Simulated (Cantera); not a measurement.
Feed: 1 mol SiO2, 4.1 mol CH4, 1.6 mol CO, held at 2250 °C and 770000 Pa.

These are equilibrium values from Cantera (NASA tables, ideal gas, pure condensed phases), not measurements of a reactor. Candidate condensed phases: C, C6H6, C7H8, C8H18, H2O, Si, SiC, SiO2; 123 gas species. Gases not in the tables: Si2H6 and higher silanes. Equilibrium is a limit: real reactors are often held back by kinetics, nucleation or transport.

Q: What is the equilibrium state?

A: 
```json
{
  "x(H2)": "0.678",
  "x(CO)": "0.297",
  "x(H)": "0.00825",
  "x(C2H2 (acetylene))": "0.00808",
  "x(SiO)": "0.00717",
  "x(CH4)": "0.000513",
  "x(SiH2)": "0.000190",
  "x(Si)": "0.000185",
  "x(CH3)": "0.000111",
  "n(C(graphite))": "1.07 mol",
  "n(SiC(s))": "0.908 mol",
  "gas_amount": "11.85 mol",
  "log10 activity of Si(l) (absent)": "-0.60"
}
```
